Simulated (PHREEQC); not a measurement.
Synthetic water in mg/L, 25 °C, pH 6.27, pe 1.1: Na 0.476; K 0.15; Ca 0.0533; Mg 0.304; Cl 0.621; S(6) as SO4 1.47; Alkalinity as HCO3 0.341; F 0.000623; Si as SiO2 0.0326.

Valence states are taken as typed.

Model: ion-association model, phreeqc.dat, run in PHREEQC.

No solid was allowed to form.

Task: What charge-balance error does the model give?

Result: charge-balance error -1.4 %.

Task: In which forms is C present?

Result: CO2 54 %, HCO3- 46 % of the C.

SiF6-2 is the database's only silicon fluoride.
